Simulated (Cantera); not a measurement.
# Equilibrium for metals in furnace atmospheres: Fe + SO2 + N2

Input: 1 mol Fe, 0.094 mol SO2, 77 mol N2, equilibrated at 6980 Torr.

Method: chemical equilibrium by Gibbs-energy minimisation in Cantera with the NASA 1993 tables (ideal gas, pure condensed phases). Candidate condensed phases: Fe, FeO, FeS, FeSO4, FeS2, Fe2O3, Fe2(SO4)3, Fe3O4, S; 19 gas species. Metal and sulfide melt together well below either melting point, which pure phases cannot show. Mutual solubility and eutectic melting of coexisting phases are not modelled. The tables' stoichiometric FeO is somewhat more stable than real wüstite, so its field is too wide. FeO, FeS: taken at fixed stoichiometry. Rates play no part.

```json
[
 {"T (°C)": "650", "x N2": "1.00", "x S2": "<1e-12", "x SO2": "<1e-12", "x SO": "<1e-12", "x Fe": "<1e-12", "x S": "<1e-12", "x S2O": "<1e-12", "n Fe(α)": "0.718", "n FeO(s)": "0.188", "n FeS(s)": "0.0940", "n Fe(γ)": "0", "n FeS(l)": "0"},
 {"T (°C)": "700", "x N2": "1.00", "x S2": "2.50e-12", "x SO2": "<1e-12", "x SO": "<1e-12", "x Fe": "<1e-12", "x S": "<1e-12", "x S2O": "<1e-12", "n Fe(α)": "0.718", "n FeO(s)": "0.188", "n FeS(s)": "0.0940", "n Fe(γ)": "0", "n FeS(l)": "0"},
 {"T (°C)": "750", "x N2": "1.00", "x S2": "1.64e-11", "x SO2": "<1e-12", "x SO": "<1e-12", "x Fe": "<1e-12", "x S": "<1e-12", "x S2O": "<1e-12", "n Fe(α)": "0.718", "n FeO(s)": "0.188", "n FeS(s)": "0.0940", "n Fe(γ)": "0", "n FeS(l)": "0"},
 {"T (°C)": "800", "x N2": "1.00", "x S2": "9.14e-11", "x SO2": "3.84e-12", "x SO": "<1e-12", "x Fe": "<1e-12", "x S": "<1e-12", "x S2O": "<1e-12", "n Fe(α)": "0.718", "n FeO(s)": "0.188", "n FeS(s)": "0.0940", "n Fe(γ)": "0", "n FeS(l)": "0"},
 {"T (°C)": "850", "x N2": "1.00", "x S2": "4.41e-10", "x SO2": "2.07e-11", "x SO": "3.91e-12", "x Fe": "<1e-12", "x S": "<1e-12", "x S2O": "<1e-12", "n Fe(α)": "0.718", "n FeO(s)": "0.188", "n FeS(s)": "0.0940", "n Fe(γ)": "0", "n FeS(l)": "0"},
 {"T (°C)": "900", "x N2": "1.00", "x S2": "1.86e-9", "x SO2": "9.70e-11", "x SO": "2.11e-11", "x Fe": "2.11e-12", "x S": "4.53e-12", "x S2O": "<1e-12", "n Fe(α)": "0.718", "n FeO(s)": "0.188", "n FeS(s)": "0.0940", "n Fe(γ)": "0", "n FeS(l)": "0"},
 {"T (°C)": "950", "x N2": "1.00", "x S2": "7.01e-9", "x SO2": "4.02e-10", "x SO": "9.96e-11", "x Fe": "1.14e-11", "x S": "2.18e-11", "x S2O": "1.44e-12", "n Fe(α)": "0", "n FeO(s)": "0.188", "n FeS(s)": "0.0940", "n Fe(γ)": "0.718", "n FeS(l)": "0"},
 {"T (°C)": "1000", "x N2": "1.00", "x S2": "2.37e-8", "x SO2": "1.48e-9", "x SO": "4.15e-10", "x Fe": "5.35e-11", "x S": "9.25e-11", "x S2O": "6.79e-12", "n Fe(α)": "0", "n FeO(s)": "0.188", "n FeS(s)": "0.0940", "n Fe(γ)": "0.718", "n FeS(l)": "0"},
 {"T (°C)": "1050", "x N2": "1.00", "x S2": "7.28e-8", "x SO2": "4.94e-9", "x SO": "1.55e-9", "x Fe": "2.23e-10", "x S": "3.51e-10", "x S2O": "2.83e-11", "n Fe(α)": "0", "n FeO(s)": "0.188", "n FeS(s)": "0.0940", "n Fe(γ)": "0.718", "n FeS(l)": "0"},
 {"T (°C)": "1100", "x N2": "1.00", "x S2": "2.05e-7", "x SO2": "1.50e-8", "x SO": "5.21e-9", "x Fe": "8.39e-10", "x S": "1.21e-9", "x S2O": "1.06e-10", "n Fe(α)": "0", "n FeO(s)": "0.188", "n FeS(s)": "0.0940", "n Fe(γ)": "0.718", "n FeS(l)": "0"},
 {"T (°C)": "1150", "x N2": "1.000", "x S2": "5.35e-7", "x SO2": "4.18e-8", "x SO": "1.61e-8", "x Fe": "2.87e-9", "x S": "3.81e-9", "x S2O": "3.59e-10", "n Fe(α)": "0", "n FeO(s)": "0.188", "n FeS(s)": "0.0939", "n Fe(γ)": "0.718", "n FeS(l)": "0"},
 {"T (°C)": "1200", "x N2": "1.000", "x S2": "1.26e-6", "x SO2": "1.06e-7", "x SO": "4.50e-8", "x Fe": "8.99e-9", "x S": "1.09e-8", "x S2O": "1.07e-9", "n Fe(α)": "0", "n FeO(s)": "0.188", "n FeS(s)": "0", "n Fe(γ)": "0.718", "n FeS(l)": "0.0938"},
 {"T (°C)": "1250", "x N2": "1.000", "x S2": "2.42e-6", "x SO2": "2.37e-7", "x SO": "1.10e-7", "x Fe": "2.61e-8", "x S": "2.70e-8", "x S2O": "2.60e-9", "n Fe(α)": "0", "n FeO(s)": "0.188", "n FeS(s)": "0", "n Fe(γ)": "0.718", "n FeS(l)": "0.0936"},
 {"T (°C)": "1300", "x N2": "1.000", "x S2": "4.48e-6", "x SO2": "5.01e-7", "x SO": "2.52e-7", "x Fe": "7.07e-8", "x S": "6.34e-8", "x S2O": "5.93e-9", "n Fe(α)": "0", "n FeO(s)": "0.188", "n FeS(s)": "0", "n Fe(γ)": "0.719", "n FeS(l)": "0.0932"}
]
```
x: gas mole fraction; n: condensed amount in mol.

From 650 °C to 900 °C the condensed part is Fe(α) + FeO(s) + FeS(s). From 950 °C to 1150 °C the condensed part is Fe(γ) + FeO(s) + FeS(s). From 1200 °C to 1300 °C the condensed part is Fe(γ) + FeO(s) + FeS(l).
